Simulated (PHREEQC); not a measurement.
Make-up at 25 °C: 0.059 mol CdCl2, 0.00066 mol H3BO3 and 0.000186 mol FeSO4 per kg of water. Closed to the air; pH follows from the charge balance.

All values are PHREEQC results (ion-association model, phreeqc.dat), not measurements.

Precipitation was switched off in this run.

### Question
What pH, ionic strength does the model give?

### Answer
pH 5.48; ionic strength 0.0830 mol/kgw.

### Question
In which forms is S present?

### Answer
SO4-2 60 %, CdSO4 40 % of the S.

Complexes and solids missing from the database can't appear.
